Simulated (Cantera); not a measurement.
An isothermal, constant-pressure homogeneous reactor starts with NO : N₂ = 1 : 4.4 (molar parts), at 2200 K and 6500 Pa.

Computed with Cantera and GRI-Mech 3.0 (53 species, 325 reactions).

x: mole fraction; the columns are a selection and need not sum to one.

```csv
t (s),x NO,x O₂,x O,x N₂,x N₂O,x NO₂
0.000100,0.185,2.17e-9,9.93e-7,0.815,9.44e-7,…
0.000340,0.185,2.59e-8,3.55e-6,0.815,3.01e-6,…
0.00115,0.185,3.32e-7,1.39e-5,0.815,8.35e-6,…
0.00391,0.185,4.75e-6,5.90e-5,0.815,1.58e-5,…
0.0133,0.185,6.76e-5,0.000226,0.815,1.75e-5,…
0.0451,0.183,0.000781,0.000624,0.816,1.61e-5,…
0.153,0.173,0.00545,0.00105,0.820,1.35e-5,…
0.520,0.131,0.0260,0.00183,0.841,6.98e-6,…
1.77,0.0362,0.0729,0.00289,0.888,5.59e-7,…
6.00,0.00891,0.0864,0.00314,0.902,1.33e-7,…
```

Fill in the missing entries.


- 0.000100, x NO₂: 2.09e-9
- 0.000340, x NO₂: 1.91e-8
- 0.00115, x NO₂: 1.29e-7
- 0.00391, x NO₂: 6.59e-7
- 0.0133, x NO₂: 2.55e-6
- 0.0451, x NO₂: 6.45e-6
- 0.153, x NO₂: 1.06e-5
- 0.520, x NO₂: 1.52e-5
- 1.77, x NO₂: 6.91e-6
- 6.00, x NO₂: 1.85e-6
